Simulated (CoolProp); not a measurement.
A simple Rankine cycle with R245fa: condensing at 321.15 K, boiler at 2.89 MPa, turbine inlet 429.2 K, turbine efficiency 0.9, pump efficiency 0.6, no recuperator. Each further row changes one setting.

Computed with CoolProp (reference Helmholtz-energy equation of state, Akasaka 2015).

```tsv
case	thermal efficiency (%)	net work (kJ/kg)	heat in (kJ/kg)	turbine exit temperature (K)	volume ratio over the turbine
as stated	14.3	35.9	251	…	10.8
condensing temperature 313.15 K	…	…	262	…	…
boiler pressure 2.02 MPa	12.7	…	267	377.2	6.65
turbine efficiency 0.8	…	31.5	251	363.2	11.0
```

Task: Fill in the missing entries.

Result: 
- as stated, turbine exit temperature (K): 358.9
- condensing temperature 313.15 K, thermal efficiency (%): 15.5
- condensing temperature 313.15 K, net work (kJ/kg): 40.6
- condensing temperature 313.15 K, turbine exit temperature (K): 353.0
- condensing temperature 313.15 K, volume ratio over the turbine: 13.9
- boiler pressure 2.02 MPa, net work (kJ/kg): 33.9
- turbine efficiency 0.8, thermal efficiency (%): 12.6
